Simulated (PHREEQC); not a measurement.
NH3 is added in steps, without added water, to 1 kg of water holding 0.0068 mol HBr and 0.0098 mol MnSO4, at 25 °C. No oxygen is let in. CO2 from the air is kept out. Precipitation was switched off in this run.

Base run: PHREEQC, ion-association model, wateq4f.dat. Each further column changes one thing. The table gives HSO4- (mol/kgw).

```csv
NH3 added (mol),base,all activity coefficients set to 1,metal-ligand complexes left out,Davies equation for every ion,database phreeqc.dat
0,0.00160,0.00187,0.00189,0.00157,0.00160
0.00165,0.00125,0.00147,0.00147,0.00122,0.00125
0.00385,0.000741,0.000885,0.000875,0.000724,0.000742
0.0055,0.000336,0.000405,0.000396,0.000328,0.000336
0.00715,3.84e-9,4.42e-9,4.81e-9,3.82e-9,3.75e-9
0.00935,5.34e-10,6.17e-10,6.70e-10,5.32e-10,5.22e-10
0.011,3.28e-10,3.79e-10,4.11e-10,3.26e-10,3.20e-10
```

In at least one series the solution becomes supersaturated in solids that the run did not let form, among them Pyrochroite. phreeqc.dat and wateq4f.dat share most of their constants, so their agreement is no independent check.
